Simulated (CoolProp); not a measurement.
Values from CoolProp's reference Helmholtz-energy equation of state, Zhou 2011.

For dimethyl carbonate, give the phase and the Joule-Thomson coefficient (K/MPa), expansivity (1/kK) at 443.3 K and 4.25 MPa.


- 443.3 K and 4.25 MPa: liquid; Joule-Thomson coefficient -0.0725, expansivity 1.95
